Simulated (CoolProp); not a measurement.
The fluid at 445.57 K and 0.439 MPa is throttled through a valve to 0.0266 MPa with no heat exchange. The same conditions are run with several fluids, on thermodynamics alone (safety and materials aside).

Computed with CoolProp (reference Helmholtz-energy equation of state of each fluid (carbon monoxide: Lemmon 2006; isobutene: Lemmon 2005; nitrous oxide: Lemmon 2006; R410A: Lemmon 2003; propylene: Lemmon 2013)). Blends and air are pseudo-pure fits.

```json
[
 {"fluid": "carbon monoxide", "temperature change (K)": "-0.4", "final density (kg/m³)": "0.201"},
 {"fluid": "isobutene", "temperature change (K)": "-3.0", "final density (kg/m³)": "0.406"},
 {"fluid": "nitrous oxide", "temperature change (K)": "-1.8", "final density (kg/m³)": "0.317"},
 {"fluid": "R410A", "temperature change (K)": "-2.3", "final density (kg/m³)": "0.524"},
 {"fluid": "propylene", "temperature change (K)": "-2.3", "final density (kg/m³)": "0.304"}
]
```
